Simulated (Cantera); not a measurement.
An isothermal, constant-pressure homogeneous reactor starts with NH3 : H2 = 1 : 3.2 (molar parts), at 2400 K and 100.0 Torr. Integrator tolerance rtol = 1e-08.

Cantera simulation using the gas-phase N/H chemistry of the illustrative SiF4/NH3 mechanism in the Surface Chemkin manual (1991); the numbers are that mechanism's predictions, not measurements. Walls and surfaces, which speed up NH3 decomposition in real reactors, are not modelled.

Problem. What does this change do: temperature 2400 to 1200 K?

Solution. 
```csv
quantity,before,after
x(NH3) at 90.0 s,3.83e-7 (gas-phase equilibrium 3.83e-7),0.238 (gas-phase equilibrium 6.65e-6)
x(H2) at 90.0 s,0.865 (gas-phase equilibrium 0.865),0.762 (gas-phase equilibrium 0.904)
x(N) at 90.0 s,9.32e-8 (gas-phase equilibrium 9.32e-8),<1e-12 (gas-phase equilibrium <1e-12)
x(N2) at 90.0 s,0.0942 (gas-phase equilibrium 0.0942),3.31e-6 (gas-phase equilibrium 0.0962)
x(NH2) at 90.0 s,5.84e-8 (gas-phase equilibrium 5.84e-8),2.31e-7 (gas-phase equilibrium 6.05e-12)
x(H) at 90.0 s,0.0408 (gas-phase equilibrium 0.0408),4.65e-7 (gas-phase equilibrium 5.17e-7)
```

Problem. What does this change do: temperature 2400 to 1300 K?

Solution. 
```
quantity                                           before                                     after
----------------  ---------------------------------------  ----------------------------------------
x(NH3) at 90.0 s  3.83e-7 (gas-phase equilibrium 3.83e-7)     0.238 (gas-phase equilibrium 4.33e-6)
x(H2) at 90.0 s       0.865 (gas-phase equilibrium 0.865)       0.762 (gas-phase equilibrium 0.904)
x(N) at 90.0 s    9.32e-8 (gas-phase equilibrium 9.32e-8)   8.28e-12 (gas-phase equilibrium <1e-12)
x(N2) at 90.0 s     0.0942 (gas-phase equilibrium 0.0942)   0.000122 (gas-phase equilibrium 0.0962)
x(NH2) at 90.0 s  5.84e-8 (gas-phase equilibrium 5.84e-8)  1.41e-6 (gas-phase equilibrium 2.51e-11)
x(H) at 90.0 s      0.0408 (gas-phase equilibrium 0.0408)   2.50e-6 (gas-phase equilibrium 2.90e-6)
```
